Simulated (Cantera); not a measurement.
Feed: 1 mol Fe, 0.029 mol CO₂, 11 mol CO, held at 0.105 Torr.

These are equilibrium values from Cantera (NASA tables, ideal gas, pure condensed phases), not measurements of a reactor. Candidate condensed phases: C, Fe, Fe(CO)₅, FeO, Fe₂O₃, Fe₃O₄; 15 gas species. Kinetics and transport are ignored.

At 1798 K, list the 3 most abundant gas species with their mole fractions, and the condensed phases.

CO 0.914, Fe 0.0831, CO₂ 0.00240. Condensed: gas only.
